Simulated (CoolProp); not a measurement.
Properties of isobutane along the isobar 17.9 MPa (Tc = 134.7 °C, pc = 3.629 MPa, ω = 0.184).

Computed with CoolProp (reference Helmholtz-energy equation of state, Bücker 2006).

```tsv
T (°C)	phase	cp (kJ/(kg K))	Prandtl number
104.85	liquid	2.698	3.47
123.85	liquid	2.797	3.29
142.75	supercritical	2.895	3.11
161.75	supercritical	2.993	2.91
180.75	supercritical	3.087	2.71
199.75	supercritical	3.175	2.49
218.65	supercritical	3.253	2.28
237.65	supercritical	3.317	2.08
256.65	supercritical	3.364	1.90
275.65	supercritical	3.396	1.74
```

Viscosity comes from a separate model (Vogel 2000). Thermal conductivity comes from a separate model (Perkins 2002).
